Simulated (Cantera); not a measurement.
Feed: 1 mol B, 0.39 mol HCl, 4.4 mol H₂, at 1 atm.

Equilibrium computed with Cantera from the NASA thermochemical tables; the gas is ideal and each condensed phase is pure. Candidate condensed phases: B; 13 gas species. Gases not in the tables: BHCl₂. Rates play no part.

Task: What share of the B ends up in condensed phases as a function of T (K), at 773, 823, 873, 923, 973, 1023, 1073, 1123, 1173, 1223, 1273, 1323?

Result: 
```json
[
 {"T (K)": "773", "B condensed (%)": "88.4", "as": "B(s)"},
 {"T (K)": "823", "B condensed (%)": "89.1", "as": "B(s)"},
 {"T (K)": "873", "B condensed (%)": "89.8", "as": "B(s)"},
 {"T (K)": "923", "B condensed (%)": "90.7", "as": "B(s)"},
 {"T (K)": "973", "B condensed (%)": "91.7", "as": "B(s)"},
 {"T (K)": "1023", "B condensed (%)": "92.7", "as": "B(s)"},
 {"T (K)": "1073", "B condensed (%)": "93.7", "as": "B(s)"},
 {"T (K)": "1123", "B condensed (%)": "94.8", "as": "B(s)"},
 {"T (K)": "1173", "B condensed (%)": "95.7", "as": "B(s)"},
 {"T (K)": "1223", "B condensed (%)": "96.5", "as": "B(s)"},
 {"T (K)": "1273", "B condensed (%)": "97.3", "as": "B(s)"},
 {"T (K)": "1323", "B condensed (%)": "97.9", "as": "B(s)"}
]
```
